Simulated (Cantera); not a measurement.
## Premixed flame

A freely propagating, adiabatic, planar premixed flame of 6.51 % CH4, 19.6 % O2, 73.9 % N2, equivalence ratio 0.66, unburnt at 300 K and 1.00 atm; mixture-averaged transport, grid criteria slope 0.08 and curve 0.16, no radiation.

Model: GRI-Mech 3.0 (53 species, 325 reactions), integrated in Cantera. Burning velocities carry a grid error of a few per cent, more on coarse grids.

```json
[
 {"z (mm)": "-2.24", "T (K)": "300", "u (m/s)": "0.166", "x CH4": "0.0651", "x O2": "0.196", "x C2H4": "<1e-8", "x N2O": "<1e-8", "x OH": "<1e-8", "x C2H6": "<1e-8"},
 {"z (mm)": "-1.49", "T (K)": "303", "u (m/s)": "0.168", "x CH4": "0.0649", "x O2": "0.196", "x C2H4": "1.47e-7", "x N2O": "<1e-8", "x OH": "<1e-8", "x C2H6": "1.97e-7"},
 {"z (mm)": "-1.12", "T (K)": "319", "u (m/s)": "0.177", "x CH4": "0.0640", "x O2": "0.195", "x C2H4": "1.31e-6", "x N2O": "<1e-8", "x OH": "<1e-8", "x C2H6": "2.01e-6"},
 {"z (mm)": "-0.747", "T (K)": "413", "u (m/s)": "0.230", "x CH4": "0.0590", "x O2": "0.188", "x C2H4": "1.32e-5", "x N2O": "<1e-8", "x OH": "2.51e-8", "x C2H6": "2.36e-5"},
 {"z (mm)": "-0.373", "T (K)": "811", "u (m/s)": "0.453", "x CH4": "0.0386", "x O2": "0.156", "x C2H4": "0.000101", "x N2O": "4.68e-8", "x OH": "4.46e-6", "x C2H6": "0.000216"},
 {"z (mm)": "-0.187", "T (K)": "1153", "u (m/s)": "0.647", "x CH4": "0.0204", "x O2": "0.124", "x C2H4": "0.000178", "x N2O": "1.02e-7", "x OH": "7.21e-5", "x C2H6": "0.000331"},
 {"z (mm)": "0", "T (K)": "1478", "u (m/s)": "0.829", "x CH4": "0.00382", "x O2": "0.0895", "x C2H4": "7.08e-5", "x N2O": "1.93e-7", "x OH": "0.00109", "x C2H6": "3.42e-5"},
 {"z (mm)": "0.187", "T (K)": "1607", "u (m/s)": "0.898", "x CH4": "0.000132", "x O2": "0.0741", "x C2H4": "9.30e-7", "x N2O": "3.09e-7", "x OH": "0.00292", "x C2H6": "3.03e-8"},
 {"z (mm)": "0.373", "T (K)": "1660", "u (m/s)": "0.924", "x CH4": "3.25e-6", "x O2": "0.0699", "x C2H4": "<1e-8", "x N2O": "3.91e-7", "x OH": "0.00334", "x C2H6": "<1e-8"},
 {"z (mm)": "0.747", "T (K)": "1714", "u (m/s)": "0.951", "x CH4": "<1e-8", "x O2": "0.0674", "x C2H4": "<1e-8", "x N2O": "4.88e-7", "x OH": "0.00302", "x C2H6": "<1e-8"},
 {"z (mm)": "1.49", "T (K)": "1753", "u (m/s)": "0.970", "x CH4": "<1e-8", "x O2": "0.0664", "x C2H4": "<1e-8", "x N2O": "5.76e-7", "x OH": "0.00210", "x C2H6": "<1e-8"},
 {"z (mm)": "2.99", "T (K)": "1770", "u (m/s)": "0.979", "x CH4": "<1e-8", "x O2": "0.0662", "x C2H4": "<1e-8", "x N2O": "5.14e-7", "x OH": "0.00119", "x C2H6": "<1e-8"},
 {"z (mm)": "5.97", "T (K)": "1776", "u (m/s)": "0.982", "x CH4": "<1e-8", "x O2": "0.0662", "x C2H4": "<1e-8", "x N2O": "2.71e-7", "x OH": "0.000680", "x C2H6": "<1e-8"}
]
```
x: mole fraction of selected species; z is measured from the peak of heat release.

```yaml
laminar_burning_velocity: 16.6 cm/s
thermal_thickness: 0.747 mm
peak x(C2H4): 0.000180
peak x(OH): 0.00335
peak x(C2H6): 0.000338
grid_points: 142
```
